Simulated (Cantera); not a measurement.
A Cantera script and what it prints.

```python
import numpy as np
import cantera as ct

gas_names = [...]  # 115 gases of nasa_gas.yaml made of C, Ca, H, O
cond_names = """
    C(gr) C6H6(L) C7H8(L) C8H18(L),n-octa Ca(a) Ca(b) Ca(L) CaCO3(caL) CaO(s) CaO(L) CaO2H2(s) H2O(s)
    H2O(L)
""".split()


# ... load() reads the species with a 1 bar reference pressure and builds the phases ...
atoms = {
    'Ca(OH)2': {'Ca': 1, 'O': 2, 'H': 2},
    'C': {'C': 1},
    'CO2': {'C': 1, 'O': 2},
}
top_T = {'C(gr)': 4500}  # K; cautious upper limits of use, not melting points


# ... equilibrate(T, P, feed) seeds the gas with the atoms and calls Mixture.equilibrate('TP', solver="vcs", rtol=1e-11, max_steps=5000) ...
results = []
feed = {'Ca(OH)2': 1, 'C': 0.0088, 'CO2': 0.028}  # mol
T = 2248  # K
P = 2900  # Pa
mix = equilibrate(T, P, feed)
results.append((T, P, feed, dict(zip(mix.species_names, mix.species_moles))))
print(gas.report(threshold=1e-05))
for i in range(1, mix.n_phases):
    print(f"{mix.phase(i).name:16s} {mix.phase_moles(i):12.5e} mol")
```

Result:

```
       temperature   2248 K
          pressure   2900 Pa
           density   0.0027882 kg/m^3
  mean mol. weight   17.97 kg/kmol
   phase of matter   gas

                          1 kg             1 kmol
                     ---------------   ---------------
          enthalpy       -7.2495e+06       -1.3027e+08  J
   internal energy       -8.2896e+06       -1.4897e+08  J
           entropy             16746        3.0093e+05  J/K
    Gibbs function       -4.4895e+07       -8.0677e+08  J
 heat capacity c_p            2852.2             51255  J/K
 heat capacity c_v            2389.5             42940  J/K

                      mass frac. Y      mole frac. X     chem. pot. / RT
                     ---------------   ---------------   ---------------
                CO          0.013862         0.0088933           -42.284
               CO2          0.061753          0.025215           -60.624
              CaOH        0.00027648        8.7036e-05           -58.694
            CaO2H2         0.0019844         0.0004813           -90.181
                 H        0.00056952          0.010153           -13.147
                H2         0.0062139          0.055389           -26.293
               H2O           0.85628           0.85415           -44.633
                 O         0.0026406         0.0029659            -18.34
                OH          0.022197          0.023454           -31.486
                O2           0.03419          0.019201            -36.68
     [ +105 minor]        2.9402e-05        1.2467e-05

C(gr)             0.00000e+00 mol
Ca(L)             0.00000e+00 mol
CaO(s)            9.99375e-01 mol
```

These are equilibrium values from Cantera (NASA tables, ideal gas, pure condensed phases), not measurements of a reactor.
